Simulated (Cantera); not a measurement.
A Cantera script and its output.

```python
import numpy as np
import cantera as ct

surf = ct.Interface("diamond.yaml", "diamond_100")
gas, bulk = surf.adjacent["gas"], surf.adjacent["diamond"]
k = surf.kinetics_species_index(bulk.species_names[0])
cover = ["c6HH", "c6H*", "c6*H", "c6**", "c6HM", "c6B"]

rows, drift = [], 0.0
print(f"{'P':>10s}{'um/h':>11s}" + "".join(f"{s:>11s}" for s in cover))
for v in [860, 1300, 1900, 2900, 4300, 6400, 9600, 14000]:
    T, P, xH, xCH3 = 973, v, 0.00086, 1.8e-05
    gas.TPX = T, P, {"H": xH, "CH3": xCH3, "CH4": 0.009, "H2": 1 - xH - xCH3 - 0.009}
    surf.TP = bulk.TP = T, P
    surf.coverages = "c6H*:0.1, c6HH:0.9"
    surf.advance_coverages(100.0)
    before = surf.coverages
    surf.advance_coverages(100.0)
    drift = max(drift, np.max(np.abs(surf.coverages - before) / (surf.coverages + 1e-9)))
    rate = surf.net_production_rates[k] * bulk.mean_molecular_weight / bulk.density * 3.6e9
    rows.append([rate, *surf[cover].coverages])
    print(f"{v:10.4g}{rate:11.4e}" + "".join(f"{x:11.3e}" for x in rows[-1][1:]))
```

Output:

```
         P       um/h       c6HH       c6H*       c6*H       c6**       c6HM        c6B
       860 4.2705e-02  6.186e-01  1.573e-02  3.483e-01  7.368e-03  7.484e-03  1.159e-10
      1300 7.4070e-02  6.177e-01  1.571e-02  3.478e-01  7.357e-03  8.620e-03  2.010e-10
      1900 1.1917e-01  6.169e-01  1.569e-02  3.473e-01  7.348e-03  9.511e-03  3.234e-10
      2900 1.9677e-01  6.163e-01  1.567e-02  3.470e-01  7.340e-03  1.031e-02  5.339e-10
      4300 3.0736e-01  6.158e-01  1.566e-02  3.467e-01  7.335e-03  1.087e-02  8.340e-10
      6400 4.7476e-01  6.155e-01  1.566e-02  3.465e-01  7.331e-03  1.129e-02  1.288e-09
      9600 7.3103e-01  6.152e-01  1.566e-02  3.463e-01  7.328e-03  1.160e-02  1.984e-09
   1.4e+04 1.0842e+00  6.150e-01  1.566e-02  3.462e-01  7.327e-03  1.180e-02  2.942e-09
```

Detailed kinetics in Cantera: the Harris–Goodwin 1993 mechanism for the reconstructed diamond (100) surface.
